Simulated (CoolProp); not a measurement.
Properties of fluoroethane (R161) along the isotherm 296.3 K (Tc = 375.2 K, pc = 50.10 bar, ω = 0.216).

Model: reference Helmholtz-energy equation of state, Wu 2012, in CoolProp.

```
p (bar)   phase  expansivity (1/kK)  fugacity coefficient
-------  ------  ------------------  --------------------
3.57        gas               4.124                0.9450
7.14        gas               5.287                     …
10.7     liquid               3.014                0.7133
14.3     liquid               2.971                0.5390
17.9     liquid               2.929                0.4348
21.4     liquid               2.891                     …
25       liquid                   …                     …
28.6     liquid               2.816                     …
32.1     liquid                   …                     …
35.7     liquid               2.748                0.2288
39.3     liquid               2.715                0.2099
42.9     liquid               2.684                     …
46.4     liquid               2.654                0.1812
50       liquid               2.625                0.1698
```

**Question.** Fill in the missing entries.

**Answer.** 
- 7.14, fugacity coefficient: 0.8898
- 21.4, fugacity coefficient: 0.3672
- 25, expansivity (1/kK): 2.852
- 25, fugacity coefficient: 0.3174
- 28.6, fugacity coefficient: 0.2802
- 32.1, expansivity (1/kK): 2.782
- 32.1, fugacity coefficient: 0.2520
- 42.9, fugacity coefficient: 0.1941
